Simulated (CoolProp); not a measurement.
Properties of CHF3 (R23) at several states (Tc = 299.3 K, pc = 48.32 bar, ω = 0.263).

Values from CoolProp's reference Helmholtz-energy equation of state, Penoncello 2003.

```json
[
 {"T (K)": "422.5", "p (bar)": "8.52", "phase": "gas", "density (kg/m³)": "17.29", "Joule-Thomson coefficient (K/MPa)": "4.798", "isothermal compressibility (1/MPa)": "1.195", "viscosity (µPa s)": "20.5", "Prandtl number": "0.891"},
 {"T (K)": "142.8", "p (bar)": "34", "phase": "liquid", "density (kg/m³)": "1624", "Joule-Thomson coefficient (K/MPa)": "-0.3634", "isothermal compressibility (1/MPa)": "0.0008224", "viscosity (µPa s)": "879", "Prandtl number": "5.22"},
 {"T (K)": "249.6", "p (bar)": "17.7", "phase": "liquid", "density (kg/m³)": "(withheld)", "Joule-Thomson coefficient (K/MPa)": "0.1073", "isothermal compressibility (1/MPa)": "0.006556", "viscosity (µPa s)": "134", "Prandtl number": "2.08"},
 {"T (K)": "256.9", "p (bar)": "17.2", "phase": "liquid", "density (kg/m³)": "1146", "Joule-Thomson coefficient (K/MPa)": "(withheld)", "isothermal compressibility (1/MPa)": "0.008720", "viscosity (µPa s)": "(withheld)", "Prandtl number": "2.08"},
 {"T (K)": "434.3", "p (bar)": "182", "phase": "supercritical", "density (kg/m³)": "449.2", "Joule-Thomson coefficient (K/MPa)": "2.082", "isothermal compressibility (1/MPa)": "0.05431", "viscosity (µPa s)": "35.0", "Prandtl number": "1.04"}
]
```

Task: Fill in the missing entries.

Result: 
- 249.6, density (kg/m³): 1191
- 256.9, Joule-Thomson coefficient (K/MPa): 0.2417
- 256.9, viscosity (µPa s): 120

Viscosity comes from a separate model (Shan 2000). Thermal conductivity comes from a separate model (Shan 2000).
